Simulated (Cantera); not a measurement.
**Pyrogenic steam for wet oxidation**

An isothermal, constant-pressure homogeneous reactor starts with H2 : O2 : N2 = 1.3 : 1 : 0.79 (molar parts), equivalence ratio 0.65, at 875 K and 0.247 atm.

Computed with Cantera and GRI-Mech 3.0 (53 species, 325 reactions). Below about 950 K walls govern HO2 and H2O2 in real vessels. The temperature is held fixed by assumption; the heat of reaction is taken as removed at once.

| t (s) | x H2 | x O2 | x NO | x H2O2 | x O |
|---|---|---|---|---|---|
| 0.000300 | 0.421 | 0.324 | <1e-12 | 1.59e-12 | 5.83e-11 |
| 0.000726 | 0.421 | 0.324 | <1e-12 | 8.17e-11 | 1.84e-9 |
| 0.00176 | 0.420 | 0.323 | 1.44e-12 | 2.15e-6 | 2.29e-5 |
| 0.00425 | 0.248 | 0.250 | 5.06e-9 | 8.70e-5 | 9.53e-9 |
| 0.0103 | 0.248 | 0.250 | 1.08e-9 | 0.000119 | 5.32e-9 |
| 0.0249 | 0.248 | 0.250 | 1.19e-9 | 0.000131 | 5.01e-9 |
| 0.0602 | 0.248 | 0.250 | 1.37e-9 | 0.000148 | 5.56e-9 |
| 0.146 | 0.248 | 0.250 | 1.54e-9 | 0.000194 | 7.15e-9 |
| 0.353 | 0.247 | 0.249 | 1.98e-9 | 0.000339 | 1.21e-8 |
| 0.854 | 0.243 | 0.247 | 2.88e-9 | 0.000816 | 2.74e-8 |
| 2.07 | 0.223 | 0.238 | 3.37e-9 | 0.00131 | 4.08e-8 |
| 5.00 | 0.172 | 0.217 | 3.01e-9 | 0.00117 | 3.74e-8 |
x: mole fraction; the columns are a selection and need not sum to one.

Equilibrium at this temperature and pressure: H2 3.53e-12, O2 0.143, NO 3.47e-6, H2O2 4.58e-11, O 1.57e-12 (gas phase only).
